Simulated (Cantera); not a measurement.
Cantera run, input and output.

```python
import numpy as np
import cantera as ct

surf = ct.Interface("diamond.yaml", "diamond_100")
gas, bulk = surf.adjacent["gas"], surf.adjacent["diamond"]
k = surf.kinetics_species_index(bulk.species_names[0])
cover = ["c6HH", "c6H*", "c6*H", "c6**", "c6HM", "c6B"]

rows, drift = [], 0.0
print(f"{'xH':>10s}{'um/h':>11s}" + "".join(f"{s:>11s}" for s in cover))
for v in [0.0001, 0.00025, 0.00064, 0.0016, 0.004, 0.01, 0.026, 0.065, 0.16]:
    T, P, xH, xCH3 = 1375, 7000, v, 0.0008
    gas.TPX = T, P, {"H": xH, "CH3": xCH3, "CH4": 0.0051, "H2": 1 - xH - xCH3 - 0.0051}
    surf.TP = bulk.TP = T, P
    surf.coverages = "c6H*:0.1, c6HH:0.9"
    surf.advance_coverages(100.0)
    before = surf.coverages
    surf.advance_coverages(100.0)
    drift = max(drift, np.max(np.abs(surf.coverages - before) / (surf.coverages + 1e-9)))
    rate = surf.net_production_rates[k] * bulk.mean_molecular_weight / bulk.density * 3.6e9
    rows.append([rate, *surf[cover].coverages])
    print(f"{v:10.4g}{rate:11.4e}" + "".join(f"{x:11.3e}" for x in rows[-1][1:]))
```

Output:

```
        xH       um/h       c6HH       c6H*       c6*H       c6**       c6HM        c6B
    0.0001 1.0234e-01  6.991e-01  2.821e-02  2.678e-01  3.263e-03  2.066e-04  2.777e-10
   0.00025 6.4716e-01  5.540e-01  4.119e-02  3.910e-01  1.000e-02  3.131e-04  1.756e-09
   0.00064 2.5904e+00  4.439e-01  5.028e-02  4.774e-01  2.258e-02  4.229e-04  7.029e-09
    0.0016 6.2167e+00  3.843e-01  5.458e-02  5.180e-01  3.736e-02  5.302e-04  1.687e-08
     0.004 1.0590e+01  3.558e-01  5.632e-02  5.342e-01  4.951e-02  6.143e-04  2.874e-08
      0.01 1.5423e+01  3.433e-01  5.704e-02  5.401e-01  5.681e-02  6.490e-04  4.185e-08
     0.026 2.2891e+01  3.379e-01  5.751e-02  5.422e-01  6.054e-02  6.223e-04  6.212e-08
     0.065 3.5238e+01  3.359e-01  5.814e-02  5.425e-01  6.223e-02  5.289e-04  9.562e-08
      0.16 5.2792e+01  3.349e-01  5.948e-02  5.414e-01  6.333e-02  3.811e-04  1.433e-07
```

Model: the Harris–Goodwin 1993 mechanism for the reconstructed diamond (100) surface, integrated in Cantera.
